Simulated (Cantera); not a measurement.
Input (Python, Cantera) and output of one run.

```python
import numpy as np
import cantera as ct

gas_names = """
    H HO2 H2 H2O H2O2 O OH O2 O3 Pb PbO Pb2
""".split()
cond_names = """
    H2O(s) H2O(L) Pb(cr) Pb(L) PbO(rd) PbO(yw) PbO(L) PbO2(s) Pb3O4(s)
""".split()


# ... load() reads the species with a 1 bar reference pressure and builds the phases ...
atoms = {
    'PbO': {'Pb': 1, 'O': 1},
    'H2': {'H': 2},
}
top_T = {'Pb3O4(s)': 820}  # K; cautious upper limits of use, not melting points


# ... equilibrate(T, P, feed) seeds the gas with the atoms and calls Mixture.equilibrate('TP', solver="vcs", rtol=1e-11, max_steps=5000) ...
results = []
feed = {'PbO': 1, 'H2': 2.2}  # mol
T = 1150  # K
for P in [10, 36, 130, 460, 1700, 6000, 22000, 77000, 280000, 1000000]:
    mix = equilibrate(T, P, feed)
    results.append((T, P, feed, dict(zip(mix.species_names, mix.species_moles))))

top = {s: max(r[3][s] / sum(r[3][g] for g in gas_names) for r in results) for s in gas_names}
cols = sorted((s for s in top if top[s] > 0.0001), key=lambda s: -top[s])[:9]
seen = [c for c in cond_names if any(r[3].get(c, 0) > 1e-12 for r in results)]
print("log10 of partial pressures in bar; condensed amounts in mol")
print(f"{'P/Pa':>10s}" + "".join(f"{s[:9]:>10s}" for s in cols + seen))
for T, P, feed, n in results:
    ng = sum(n[g] for g in gas_names)
    print(f"{P:10.4g}" + "".join(f"{np.log10(max(n[s] / ng * P / 1e5, 1e-99)):10.3f}" for s in cols)
          + "".join(f"{n.get(c, 0):10.4g}" for c in seen))
```

Result:

```
log10 of partial pressures in bar; condensed amounts in mol
      P/Pa        H2       H2O        Pb     Pb(L)
        10    -4.426    -4.505    -4.505         0
        36    -3.870    -3.949    -3.949         0
       130    -3.259    -3.338    -3.538     0.369
       460    -2.629    -2.708    -3.538    0.8521
      1700    -2.040    -2.119    -3.538    0.9619
      6000    -1.487    -1.566    -3.538    0.9893
   2.2e+04    -0.921    -1.001    -3.538    0.9971
   7.7e+04    -0.377    -0.456    -3.538    0.9992
   2.8e+05     0.184     0.105    -3.538    0.9998
     1e+06     0.737     0.658    -3.538    0.9999
```

Cantera equilibrium calculation (NASA polynomials, part measured and part estimated; ideal gas, pure solids and liquids).
